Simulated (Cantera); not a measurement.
Input (Python, Cantera) and output of one run.

```python
import numpy as np
import cantera as ct

gas_names = """
    C CH CH2 CH3 CH2OH CH3O CH4 CH3OH CN CO CO2 COOH C2 C2H CHCO,ketyl C2H2,acetylene C2H2,vinylidene
    CH2CO,ketene C2H3,vinyl CH3CN CH3CO,acetyl C2H4 C2H4O,ethylen CH3CHO,ethanal CH3COOH (HCOOH)2 C2H5
    C2H6 CH3OCH3 C2H5OH CCN CNC C2N2 C2O C3 C3H3,propargyl C3H4,allene C3H4,propyne C3H4,cyclo-
    C3H5,allyl C3H6,propylene C3H6,cyclo- C3H6O C3H7,n-propyl C3H7,i-propyl C3H8 C3H8O,1propanol
    C3H8O,2propanol C3O2 C4 C4H2 C4H4,1,3-cyclo- C4H6,butadiene C4H6,2-butyne C4H6,cyclo- C4H8,1-butene
    C4H8,cis2-buten C4H8,tr2-butene C4H8,isobutene C4H8,cyclo- (CH3COOH)2 C4H9,n-butyl C4H9,i-butyl
    C4H9,s-butyl C4H9,t-butyl C4H10,isobutane C4H10,n-butane C4N2 C5 C5H6,1,3cyclo- C5H8,cyclo-
    C5H10,1-pentene C5H10,cyclo- C5H11,pentyl C5H11,t-pentyl C5H12,n-pentane C5H12,i-pentane
    CH3C(CH3)2CH3 C6H2 C6H5,phenyl C6H5O,phenoxy C6H6 C6H5OH,phenol C6H10,cyclo- C6H12,1-hexene
    C6H12,cyclo- C6H13,n-hexyl C7H7,benzyl C7H8 C7H8O,cresol C7H14,1-heptene C7H15,n-heptyl
    C7H16,n-heptane C8H8,styrene C8H10,ethylbenz C8H16,1-octene C8H17,n-octyl C8H18,isooctane
    C8H18,n-octane C9H19,n-nonyl C10H8,naphthale C10H21,n-decyl C12H9,o-bipheny C12H10,bipheny H HCN HCO
    HCCN HNC HNCO HNO HNO2 HNO3 HO2 H2 HCHO,formaldehy HCOOH H2O H2O2 N NCO NH NH2 NH3 NH2OH NO NO2 NO3
    N2 N2H2 N2H4 N2O O OH O2 O3
""".split()
cond_names = """
    C(gr) C6H6(L) C7H8(L) C8H18(L),n-octa H2O(s) H2O(L)
""".split()


def load(file, names, dense=False):
    # The tables refer to 1 bar. Condensed volumes are neglected.
    table = {s.name: s for s in ct.Species.list_from_file(file)}
    out = []
    for n in names:
        d = dict(table[n].input_data)
        d["thermo"] = dict(d["thermo"], **{"reference-pressure": 1e5})
        if dense:
            d["equation-of-state"] = {"model": "constant-volume", "density": "1e6 g/cm^3"}
        out.append(ct.Species.from_dict(d))
    return out


gas = ct.Solution(thermo="ideal-gas", species=load("nasa_gas.yaml", gas_names))
cond = {s.name: ct.Solution(thermo="fixed-stoichiometry", species=[s], name=s.name)
        for s in load("nasa_condensed.yaml", cond_names, dense=True)}
atoms = {
    'CH3OH': {'C': 1, 'H': 4, 'O': 1},
    'NH3': {'N': 1, 'H': 3},
    'N2': {'N': 2},
}
top_T = {'C(gr)': 4500}  # K; cautious upper limits of use, not melting points


def equilibrate(T, P, feed):
    n = {}
    for name, mol in feed.items():
        for a, k in atoms[name].items():
            n[a] = n.get(a, 0.0) + k * mol
    gas.TPX = T, P, n
    mass = sum(n.values()) * gas.mean_molecular_weight
    gas.equilibrate("TP")
    valid = [c for c in cond.values() if c.min_temp <= T <= top_T.get(c.name, c.max_temp)]
    mix = ct.Mixture([(gas, mass / gas.mean_molecular_weight)] + [(c, 0.0) for c in valid])
    mix.T, mix.P = T, P
    mix.equilibrate("TP", solver="vcs", rtol=1e-11, max_steps=5000)
    return mix


results = []
T = 2325  # K
P = 101325  # Pa
for m in [1.5, 6.2, 11, 16, 20, 25, 30]:
    feed = {'CH3OH': 1, 'NH3': 0.099, 'N2': m}  # mol
    mix = equilibrate(T, P, feed)
    results.append((T, P, feed, dict(zip(mix.species_names, mix.species_moles))))
    x = sorted(zip(gas.X, gas.species_names), reverse=True)
    print(f"T = {T:g} K  P = {P:g} Pa  n(N2) = {m:g} mol  gas = {mix.phase_moles(0):.4g} mol")
    print("   x: " + "  ".join(f"{s} {v:.3e}" for v, s in x if v > 0.001))
    print("   condensed (mol): " + ("  ".join(f"{mix.phase(i).name} {mix.phase_moles(i):.4g}"
          for i in range(1, mix.n_phases) if mix.phase_moles(i) > 1e-12) or "none"))
```

Result:

```
T = 2325 K  P = 101325 Pa  n(N2) = 1.5 mol  gas = 4.714 mol
   x: H2 4.517e-01  N2 3.286e-01  CO 2.118e-01  H 7.345e-03
   condensed (mol): none
T = 2325 K  P = 101325 Pa  n(N2) = 6.2 mol  gas = 9.421 mol
   x: N2 6.633e-01  H2 2.253e-01  CO 1.060e-01  H 5.187e-03
   condensed (mol): none
T = 2325 K  P = 101325 Pa  n(N2) = 11 mol  gas = 14.23 mol
   x: N2 7.766e-01  H2 1.488e-01  CO 7.020e-02  H 4.216e-03
   condensed (mol): none
T = 2325 K  P = 101325 Pa  n(N2) = 16 mol  gas = 19.23 mol
   x: N2 8.345e-01  H2 1.098e-01  CO 5.193e-02  H 3.622e-03
   condensed (mol): none
T = 2325 K  P = 101325 Pa  n(N2) = 20 mol  gas = 23.24 mol
   x: N2 8.629e-01  H2 9.075e-02  CO 4.299e-02  H 3.292e-03
   condensed (mol): none
T = 2325 K  P = 101325 Pa  n(N2) = 25 mol  gas = 28.24 mol
   x: N2 8.870e-01  H2 7.454e-02  CO 3.537e-02  H 2.984e-03
   condensed (mol): none
T = 2325 K  P = 101325 Pa  n(N2) = 30 mol  gas = 33.24 mol
   x: N2 9.039e-01  H2 6.321e-02  CO 3.005e-02  H 2.748e-03
   condensed (mol): none
```

Cantera equilibrium calculation (NASA polynomials, part measured and part estimated; ideal gas, pure solids and liquids).
